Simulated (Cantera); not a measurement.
What does this Cantera script print?

```python
import numpy as np
import cantera as ct

gas_names = """
    C CN CO CO2 C2 CCN CNC C2N2 C2O C3 C3O2 C4 C4N2 C5 N NCO NO NO2 NO3 N2 N2O O O2 O3 Pb PbO Pb2
""".split()
cond_names = """
    C(gr) Pb(cr) Pb(L) PbO(rd) PbO(yw) PbO(L) PbO2(s) Pb3O4(s)
""".split()


# ... load() reads the species with a 1 bar reference pressure and builds the phases ...
atoms = {
    'Pb': {'Pb': 1},
    'CO': {'C': 1, 'O': 1},
    'N2': {'N': 2},
}
top_T = {'C(gr)': 4500, 'Pb3O4(s)': 820}  # K; cautious upper limits of use, not melting points


# ... equilibrate(T, P, feed) seeds the gas with the atoms and calls Mixture.equilibrate('TP', solver="vcs", rtol=1e-11, max_steps=5000) ...
results = []
feed = {'Pb': 1, 'CO': 5.4, 'N2': 0.22}  # mol
P = 240000  # Pa
for T in [773, 848, 923, 998, 1073, 1148, 1223, 1298, 1373, 1448, 1523, 1598, 1673]:
    mix = equilibrate(T, P, feed)
    results.append((T, P, feed, dict(zip(mix.species_names, mix.species_moles))))

top = {s: max(r[3][s] / sum(r[3][g] for g in gas_names) for r in results) for s in gas_names}
cols = sorted((s for s in top if top[s] > 1e-06), key=lambda s: -top[s])[:9]
seen = [c for c in cond_names if any(r[3].get(c, 0) > 1e-12 for r in results)]
print("log10 of partial pressures in bar; condensed amounts in mol")
print(f"{'T/K':>10s}" + "".join(f"{s[:9]:>10s}" for s in cols + seen))
for T, P, feed, n in results:
    ng = sum(n[g] for g in gas_names)
    print(f"{T:10.4g}" + "".join(f"{np.log10(max(n[s] / ng * P / 1e5, 1e-99)):10.3f}" for s in cols)
          + "".join(f"{n.get(c, 0):10.4g}" for c in seen))
```

It prints:

```
log10 of partial pressures in bar; condensed amounts in mol
       T/K        CO       CO2        N2        Pb       Pb2     C(gr)     Pb(L)
       773    -1.030     0.328    -0.751    -7.637   -15.067     2.642         1
       848    -0.535     0.288    -0.770    -6.524   -13.198     2.511         1
       923    -0.155     0.189    -0.811    -5.596   -11.641     2.202         1
       998     0.110    -0.009    -0.878    -4.810   -10.325      1.63         1
      1073     0.260    -0.331    -0.950    -4.136    -9.198    0.9152    0.9999
      1148     0.326    -0.739    -0.995    -3.553    -8.223    0.3967    0.9994
      1223     0.349    -1.163    -1.015    -3.042    -7.371    0.1563    0.9979
      1298     0.357    -1.562    -1.023    -2.592    -6.621   0.06354    0.9941
      1373     0.359    -1.925    -1.026    -2.193    -5.956   0.02779     0.985
      1448     0.359    -2.253    -1.029    -1.836    -5.363   0.01313    0.9657
      1523     0.357    -2.551    -1.032    -1.515    -4.830  0.006656    0.9276
      1598     0.352    -2.826    -1.038    -1.225    -4.350   0.00358    0.8568
      1673     0.342    -3.084    -1.047    -0.962    -3.914  0.002019    0.7316
```

Equilibrium computed with Cantera from the NASA thermochemical tables; the gas is ideal and each condensed phase is pure.
